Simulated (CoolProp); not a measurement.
The fluid at 293.15 K and 1.07 MPa is throttled through a valve to 0.492 MPa with no heat exchange. The same conditions are run with several fluids, on thermodynamics alone (safety and materials aside).

Model: reference Helmholtz-energy equation of state of each fluid (R410A: Lemmon 2003; sulfur hexafluoride: Guder 2009; normal hydrogen: Leachman 2009; hydrogen chloride: Thol 2018; ethane: Bücker 2006), in CoolProp. Blends and air are pseudo-pure fits.

Rank R410A, sulfur hexafluoride, normal hydrogen, hydrogen chloride, ethane by temperature change (K), highest first.

normal hydrogen (+0.2), sulfur hexafluoride (-6.7), ethane (-7.2), hydrogen chloride (-9.7), R410A (-13.8)

| fluid | final density (kg/m³) |
|---|---|
| R410A | 16.8 |
| sulfur hexafluoride | 32.3 |
| normal hydrogen | 0.405 |
| hydrogen chloride | 7.89 |
| ethane | 6.50 |
